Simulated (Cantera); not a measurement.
A Cantera script and what it prints.

```python
import numpy as np
import cantera as ct

gas_names = """
    C CO CO2 C2 C2O C3 C3O2 C4 C5 Fe FeC5O5 FeO O O2 O3
""".split()
cond_names = """
    C(gr) Fe(a) Fe(c) Fe(d) Fe(L) FeC5O5(L) FeO(s) FeO(L) Fe2O3(s) Fe3O4(s)
""".split()


# ... load() reads the species with a 1 bar reference pressure and builds the phases ...
atoms = {
    'Fe2O3': {'Fe': 2, 'O': 3},
    'C': {'C': 1},
    'CO': {'C': 1, 'O': 1},
}
top_T = {'C(gr)': 4500, 'Fe2O3(s)': 1830, 'Fe3O4(s)': 1870}  # K; cautious upper limits of use, not melting points


# ... equilibrate(T, P, feed) seeds the gas with the atoms and calls Mixture.equilibrate('TP', solver="vcs", rtol=1e-11, max_steps=5000) ...
results = []
feed = {'Fe2O3': 1, 'C': 0.38, 'CO': 0.014}  # mol
T = 2000  # K
P = 50  # Pa
mix = equilibrate(T, P, feed)
results.append((T, P, feed, dict(zip(mix.species_names, mix.species_moles))))
print(gas.report(threshold=1e-05))
for i in range(1, mix.n_phases):
    print(f"{mix.phase(i).name:16s} {mix.phase_moles(i):12.5e} mol")
```

Result:

```
       temperature   2000 K
          pressure   50 Pa
           density   0.00011943 kg/m^3
  mean mol. weight   39.72 kg/kmol
   phase of matter   gas

                          1 kg             1 kmol
                     ---------------   ---------------
          enthalpy       -4.4085e+06        -1.751e+08  J
   internal energy       -4.8272e+06       -1.9173e+08  J
           entropy              9171        3.6427e+05  J/K
    Gibbs function       -2.2751e+07       -9.0365e+08  J
 heat capacity c_p            1309.2             52002  J/K
 heat capacity c_v            1099.9             43687  J/K

                      mass frac. Y      mole frac. X     chem. pot. / RT
                     ---------------   ---------------   ---------------
                CO           0.05471          0.077581           -44.507
               CO2           0.71789           0.64792           -63.395
                Fe          0.012575          0.008944             -12.1
               FeO          0.012351         0.0068281           -30.987
                 O         0.0059531          0.014779           -18.888
                O2           0.19652           0.24395           -37.776
     [   +9 minor]         1.888e-10        1.5624e-10

C(gr)             0.00000e+00 mol
Fe(L)             0.00000e+00 mol
FeC5O5(L)         0.00000e+00 mol
FeO(L)            1.99143e+00 mol
```

Method: chemical equilibrium by Gibbs-energy minimisation in Cantera with the NASA 1993 tables (ideal gas, pure condensed phases). The tables' stoichiometric FeO is somewhat more stable than real wüstite, so its field is too wide. FeO: taken at fixed stoichiometry.
